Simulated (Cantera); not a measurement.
An isothermal, constant-pressure homogeneous reactor starts with 59.5 % NH₃, 40.5 % N₂, at 1623 K and 1330 Pa.

Model: the gas-phase N/H chemistry of the illustrative SiF4/NH3 mechanism in the Surface Chemkin manual (1991), integrated in Cantera. Walls and surfaces, which speed up NH3 decomposition in real reactors, are not modelled.

x: mole fraction; the columns are a selection and need not sum to one.

| t (s) | x NH₃ | x H₂ | x NH₂ | x N₂H₂ | x N | x NH |
|---|---|---|---|---|---|---|
| 1.00e-6 | 0.595 | 1.91e-11 | 5.39e-10 | <1e-12 | <1e-12 | <1e-12 |
| 7.50e-6 | 0.595 | 9.19e-10 | 4.82e-9 | <1e-12 | <1e-12 | <1e-12 |
| 5.62e-5 | 0.595 | 2.24e-8 | 5.16e-8 | <1e-12 | <1e-12 | <1e-12 |
| 0.000422 | 0.595 | 2.12e-7 | 4.31e-7 | 1.13e-12 | <1e-12 | 1.84e-12 |
| 0.00316 | 0.595 | 1.64e-6 | 3.28e-6 | 2.71e-10 | <1e-12 | 2.32e-10 |
| 0.0237 | 0.595 | ___ | ___ | ___ | 6.33e-12 | ___ |
| 0.178 | 0.595 | 0.000425 | 0.000162 | 1.25e-6 | 4.26e-10 | 4.86e-7 |
| 1.33 | 0.583 | 0.0109 | 0.000203 | 2.12e-6 | 8.94e-9 | 9.18e-7 |
| 10.0 | ___ | ___ | ___ | ___ | ___ | ___ |

Q: Fill in the missing entries.

A: 
- 0.0237, x H₂: 1.31e-5
- 0.0237, x NH₂: 2.46e-5
- 0.0237, x N₂H₂: 2.44e-8
- 0.0237, x NH: 2.10e-8
- 10.0, x NH₃: 0.509
- 10.0, x H₂: 0.0807
- 10.0, x NH₂: 0.000166
- 10.0, x N₂H₂: 1.60e-6
- 10.0, x N: 4.44e-8
- 10.0, x NH: 1.22e-6
